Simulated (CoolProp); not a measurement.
Vapour-liquid equilibrium of CH2F2 (R32) (1) + dimethyl ether (2) at -43.75 °C; x and y are mole fractions of (1).

Model: multi-fluid Helmholtz-energy mixture model, Tillner-Roth 1997 and Wu 2011; pair parameters Bell 2016, in CoolProp.

```csv
x,bubble pressure (MPa),y at the bubble point,dew pressure at overall composition x (MPa),liquid density (mol/L)
0.05,0.04575,0.147,0.04247,16.75
0.2,[?],0.468,0.04775,[?]
0.35,0.07919,0.663,0.05466,18.31
0.5,0.09653,0.786,0.06408,19.19
0.65,0.1131,0.869,0.07771,20.16
0.8,0.1287,[?],0.09901,21.24
0.95,0.1440,0.983,0.1341,22.45
```

### Question
Some entries are withheld; supply them.

### Answer

- 0.2, bubble pressure (MPa): 0.06180
- 0.2, liquid density (mol/L): 17.50
- 0.8, y at the bubble point: 0.931

No azeotrope shows between x = 0.05 and 0.95.

The pair parameters rest on a limited set of measurements; away from them the model extrapolates. The gap from Raoult's law changes sign with composition, which may be real or a fault of the pair parameters; it wasn't checked against measurements.
